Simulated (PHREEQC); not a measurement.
1 kg of water holding 0.45 mol/kgw NaCl, 0.075 mol/kgw NaOH and 0.0052 mol/kgw Na2SO4 is evaporated at 25 °C; the solids stay in contact with the brine. No CO2 enters from the air. Only these solids could form: Halite, Mirabilite, Thenardite.

Model: Pitzer model, pitzer.dat, run in PHREEQC.

Problem. Predict ionic strength, water activity at water left (kg) = 0.5552, 0.3082, 0.09502, 0.02407, 0.01099.

Solution. 
```tsv
water left (kg)	ionic strength	water activity
0.5552	0.974	0.968
0.3082	1.75	0.942
0.09502	5.69	0.785
0.02407	8.11	0.686
0.01099	9.93	0.560
```
